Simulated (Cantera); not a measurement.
What does this Cantera script print?

```python
import numpy as np
import cantera as ct

gas_names = """
    CL CL2 H HCL H2 Si SiCL SiCL2 SiCL3 SiCL4 SiH SiHCL3 SiH2 SiH2CL2 SiH3 SiH3CL SiH4 Si2 Si3
""".split()
cond_names = """
    Si(cr) Si(L)
""".split()


# ... load() reads the species with a 1 bar reference pressure and builds the phases ...
atoms = {
    'Si2H6': {'Si': 2, 'H': 6},
    'Cl2': {'CL': 2},
    'H2': {'H': 2},
}
top_T = {}  # K; cautious upper limits of use, not melting points


# ... equilibrate(T, P, feed) seeds the gas with the atoms and calls Mixture.equilibrate('TP', solver="vcs", rtol=1e-11, max_steps=5000) ...
results = []
feed = {'Si2H6': 1, 'Cl2': 0.33, 'H2': 3.9}  # mol
T = 1475  # K
P = 133.322  # Pa
mix = equilibrate(T, P, feed)
results.append((T, P, feed, dict(zip(mix.species_names, mix.species_moles))))
print(gas.report(threshold=0.0001))
for i in range(1, mix.n_phases):
    print(f"{mix.phase(i).name:16s} {mix.phase_moles(i):12.5e} mol")
```

Result:

```
       temperature   1475 K
          pressure   133.32 Pa
           density   6.0321e-05 kg/m^3
  mean mol. weight   5.5487 kg/kmol
   phase of matter   gas

                          1 kg             1 kmol
                     ---------------   ---------------
          enthalpy        5.0267e+06        2.7892e+07  J
   internal energy        2.8165e+06        1.5628e+07  J
           entropy             43666        2.4229e+05  J/K
    Gibbs function       -5.9381e+07       -3.2949e+08  J
 heat capacity c_p            5896.4             32717  J/K
 heat capacity c_v            4397.9             24403  J/K

                      mass frac. Y      mole frac. X     chem. pot. / RT
                     ---------------   ---------------   ---------------
                 H        6.1972e-05        0.00034113           -12.627
               HCL           0.41689          0.063448           -42.257
                H2           0.33511           0.92233           -25.255
             SiCL2           0.24516          0.013743           -63.804
     [  +15 minor]         0.0027796        0.00013786

Si(cr)            1.89977e+00 mol
```

Cantera equilibrium calculation (NASA polynomials, part measured and part estimated; ideal gas, pure solids and liquids). The feed counts by its element totals alone. The tables' values for SiCl3 are old estimates; treat these amounts as uncertain.
